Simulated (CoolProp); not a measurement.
A closed Brayton cycle with carbon dioxide: compressor inlet 323.15 K and 8.8 MPa, high pressure 20 MPa, turbine inlet 705 K, compressor efficiency 0.89, turbine efficiency 0.9, recuperator effectiveness 0.9 (on enthalpy, no pinch check). Each further row changes one setting.

The numbers come from the reference Helmholtz-energy equation of state, Span 1996 in CoolProp.

```tsv
case	thermal efficiency (%)	net work (kJ/kg)	compressor to turbine work	compressor exit (K)	turbine exit (K)
as stated	28.6	55.5	0.39	385.8	614.7
turbine inlet 655 K	26.3	47.7	0.43	385.8	568.1
compressor inlet 333.15 K	27.4	49.6	0.46	402.6	614.7
high pressure 17 MPa	27.2	46.8	0.37	373.2	632.3
recuperator effectiveness 0.5	18.4	55.5	0.39	385.8	614.7
```
